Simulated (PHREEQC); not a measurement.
0.41 g of hydrous ferric oxide (600 m²/g; 0.2 weak and 0.005 strong sites per Fe, Dzombak-Morel constants, diffuse double layer) in 1 kg of water with 0.1 mol/kgw of an inert sodium salt and 6.3e-05 mol NiCl2, 3.1e-06 mol PbCl2 and 1.4e-05 mol BaCl2, at 25 °C; the pH is set by adding NaOH or the inert anion's acid. O2 is buffered at 0.21 atm. CO2 from the air is kept out. No solid was allowed to form.

The numbers come from PHREEQC with the ion-association model, wateq4f.dat.

| pH | Ni sorbed (%) | Pb sorbed (%) | Ba sorbed (%) | surface charge σ (C/m²) | surface potential ψ (mV) |
|---|---|---|---|---|---|
| 3 | 0.0 | 1.9 | 0.0 | 0.363 | 153 |
| 3.38 | 0.0 | 9.6 | 0.0 | 0.355 | 151 |
| 3.75 | 0.0 | 35.0 | 0.0 | 0.338 | 149 |
| 4.12 | 0.0 | 72.1 | 0.0 | 0.311 | 145 |
| 4.5 | 0.1 | 92.7 | 0.0 | 0.273 | 138 |
| 4.88 | 0.3 | 98.4 | 0.0 | 0.229 | 129 |
| 5.25 | 1.4 | 99.6 | 0.0 | 0.186 | 119 |
| 5.62 | 5.4 | 99.9 | 0.0 | 0.147 | 107 |
| 6 | 15.3 | 100.0 | 0.1 | 0.113 | 94 |
| 6.38 | 29.3 | 100.0 | 0.1 | 0.084 | 80 |
| 6.75 | 47.0 | 100.0 | 0.1 | 0.061 | 66 |
| 7.12 | 71.6 | 100.0 | 0.1 | 0.043 | 51 |
| 7.5 | 90.7 | 100.0 | 0.3 | 0.027 | 35 |
| 7.88 | 97.8 | 100.0 | 1.2 | 0.013 | 18 |
| 8.25 | 99.5 | 100.0 | 4.3 | 0.000 | 0 |
| 8.62 | 99.9 | 100.0 | 13.8 | -0.013 | -17 |
| 9 | 100.0 | 100.0 | 34.0 | -0.027 | -35 |

Species that the database lacks are ignored. The oxide is taken as insoluble; below pH 4 it would dissolve.
